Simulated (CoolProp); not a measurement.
Saturated liquid density (kg/m³) of chlorine: the reference equation beside estimates from Tc = 416.9 K, pc = 76.42 bar, ω = 0.070. Rackett uses Z = 0.29056 − 0.08775 ω.

Values from CoolProp's reference Helmholtz-energy equation of state, Thol 2021.

```json
[
 {"T (K)": "276.9", "reference": "1457", "Rackett": "1380", "Peng-Robinson": "1519"},
 {"T (K)": "286.1", "reference": "1430", "Rackett": "1356", "Peng-Robinson": "1489"},
 {"T (K)": "295.4", "reference": "1401", "Rackett": "1331", "Peng-Robinson": "1456"},
 {"T (K)": "304.7", "reference": "1372", "Rackett": "1304", "Peng-Robinson": "1422"},
 {"T (K)": "313.9", "reference": "1342", "Rackett": "___", "Peng-Robinson": "1386"},
 {"T (K)": "323.2", "reference": "1311", "Rackett": "1249", "Peng-Robinson": "1347"},
 {"T (K)": "332.5", "reference": "___", "Rackett": "1219", "Peng-Robinson": "1305"},
 {"T (K)": "341.7", "reference": "1244", "Rackett": "1188", "Peng-Robinson": "___"},
 {"T (K)": "351", "reference": "1208", "Rackett": "___", "Peng-Robinson": "___"},
 {"T (K)": "360.3", "reference": "1169", "Rackett": "1119", "Peng-Robinson": "1160"},
 {"T (K)": "369.5", "reference": "1127", "Rackett": "1080", "Peng-Robinson": "1103"},
 {"T (K)": "378.8", "reference": "1080", "Rackett": "1037", "Peng-Robinson": "___"},
 {"T (K)": "388", "reference": "1028", "Rackett": "988.0", "Peng-Robinson": "967.1"},
 {"T (K)": "397.3", "reference": "965.5", "Rackett": "___", "Peng-Robinson": "___"}
]
```

Problem. Some entries are withheld; supply them.

Solution. 
- 313.9, Rackett: 1277
- 332.5, reference: 1278
- 341.7, Peng-Robinson: 1261
- 351, Rackett: 1155
- 351, Peng-Robinson: 1213
- 378.8, Peng-Robinson: 1039
- 397.3, Rackett: 928.9
- 397.3, Peng-Robinson: 881.4

Absolute difference from the reference over all 14 rows, mean and median: Rackett 4.5 and 4.6 %, Peng-Robinson 3.4 and 3.5 %.
